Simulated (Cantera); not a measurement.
Charge: 1 mol BCl3, 5.9 mol NH3, 0.12 mol N2.

Cantera equilibrium calculation (NASA polynomials, part measured and part estimated; ideal gas, pure solids and liquids). Candidate condensed phases: B, BN, NH4Cl; 21 gas species. The tables' values for BCl2 are old estimates. Rates play no part.

Stable condensed phases, one row left out:

```
T in K \ P in Pa
             10     37    140    520   1900   7200  27000 100000
   2098       A      A      A      A      B      B      B      B
   1948       A      A      B      B      B      B      B      B
   1873       A      B      B      B      B      B      B      B
   1798       B      B      B      B      B      B      B      B
   1723       B      B      B      B      B      B      B      B
   1648       B      B      B      B      B      B      B      B
   1573       B      B      B      B      B      B      B      B
   1498       B      B      B      B      B      B      B      B
   1423       B      B      B      B      B      B      B      B
```

A: gas only; B: BN.

Problem. Give the row for 2023 K.

Solution. 10: gas only; 37: gas only; 140: gas only; 520: BN; 1900: BN; 7200: BN; 27000: BN; 100000: BN.
